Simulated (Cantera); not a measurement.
A freely propagating, adiabatic, planar premixed flame of 37.5 % H2, 12.5 % O2, 46.9 % N2, 3.08 % H2O, unburnt at 500 K and 3750 Torr; multicomponent transport, grid criteria slope 0.08 and curve 0.16, no radiation.

Computed with Cantera and the H2/O2 subset of GRI-Mech 3.0, which has no nitrogen chemistry. The hydrogen kinetics of GRI-Mech 3.0 are dated; newer H2 mechanisms differ, most at raised pressure. Burning velocities carry a grid error of a few per cent, more on coarse grids.

x: mole fraction of selected species; z is measured from the peak of heat release.

| z (mm) | T (K) | u (m/s) | x H2 | x O2 | x H2O | x O | x H2O2 | x H |
|---|---|---|---|---|---|---|---|---|
| -0.150 | 500 | 6.04 | 0.375 | 0.125 | 0.0308 | <1e-8 | <1e-8 | <1e-8 |
| -0.100 | 500 | 6.04 | 0.375 | 0.125 | 0.0308 | <1e-8 | <1e-8 | <1e-8 |
| -0.0752 | 500 | 6.04 | 0.375 | 0.125 | 0.0308 | <1e-8 | <1e-8 | <1e-8 |
| -0.0501 | 501 | 6.04 | 0.374 | 0.125 | 0.0308 | 4.54e-8 | (withheld) | <1e-8 |
| -0.0251 | 555 | 6.59 | 0.362 | 0.126 | 0.0336 | 8.76e-6 | (withheld) | 3.50e-5 |
| -0.0125 | 873 | 10.0 | 0.321 | 0.117 | 0.0635 | 0.000270 | (withheld) | 0.00314 |
| 0 | 1317 | 14.7 | 0.248 | 0.0856 | 0.136 | 0.00193 | (withheld) | 0.0185 |
| 0.0125 | 1630 | 17.9 | 0.179 | 0.0434 | 0.218 | 0.00352 | (withheld) | 0.0368 |
| 0.0251 | 1800 | 19.7 | 0.143 | 0.0183 | 0.265 | 0.00336 | (withheld) | 0.0445 |
| 0.0501 | 1955 | 21.2 | 0.127 | 0.00455 | 0.293 | 0.00241 | (withheld) | 0.0415 |
| 0.100 | 2085 | 22.4 | 0.129 | 0.00160 | 0.303 | 0.00143 | (withheld) | 0.0305 |
| 0.200 | 2188 | 23.4 | 0.132 | 0.000745 | 0.309 | 0.000690 | (withheld) | 0.0201 |
| 0.401 | 2262 | 24.0 | 0.135 | 0.000299 | 0.314 | 0.000274 | (withheld) | 0.0123 |

Some entries are withheld; supply them.


- -0.0501, x H2O2: 5.58e-8
- -0.0251, x H2O2: 2.25e-5
- -0.0125, x H2O2: 9.41e-5
- 0, x H2O2: 3.04e-5
- 0.0125, x H2O2: 4.71e-6
- 0.0251, x H2O2: 2.64e-6
- 0.0501, x H2O2: 1.42e-6
- 0.100, x H2O2: 7.50e-7
- 0.200, x H2O2: 4.12e-7
- 0.401, x H2O2: 2.14e-7
